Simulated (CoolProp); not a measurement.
Saturation properties of R236FA.

The numbers come from the reference Helmholtz-energy equation of state, Pan 2012 in CoolProp.

| T (K) | p (MPa) | liquid cp (kJ/(kg K)) | surface tension (mN/m) | liquid viscosity (µPa s) | vapour viscosity (µPa s) | liquid conductivity (mW/(m K)) |
|---|---|---|---|---|---|---|
| 308.6 | 0.3804 | 1.262 | 8.35 | 251 | 11.2 | 70.1 |
| 312.1 | 0.4232 | 1.271 | 7.95 | 240 | 11.4 | 69.1 |
| 315.6 | 0.4696 | 1.280 | 7.54 | 230 | 11.5 | 68.1 |
| 319.1 | 0.5197 | 1.291 | 7.15 | 221 | 11.6 | 67.1 |
| 322.6 | 0.5738 | 1.301 | 6.75 | 211 | 11.8 | 66.1 |
| 326.1 | 0.6321 | 1.313 | 6.36 | 202 | 11.9 | 65.2 |
| 329.6 | 0.6948 | 1.326 | 5.98 | 194 | 12.1 | 64.2 |
| 333 | 0.7600 | 1.339 | 5.61 | 185 | 12.2 | 63.2 |
| 336.5 | 0.8319 | 1.354 | 5.24 | 177 | 12.4 | 62.2 |

It boils at 271.7 K under 1 atm.

Viscosity comes from a separate model (Huber 2003), an estimate that may be off by 10 % or more. Thermal conductivity comes from a separate model (Huber 2003), an estimate that may be off by 10 % or more. Surface tension comes from a separate correlation (Mulero 2012).
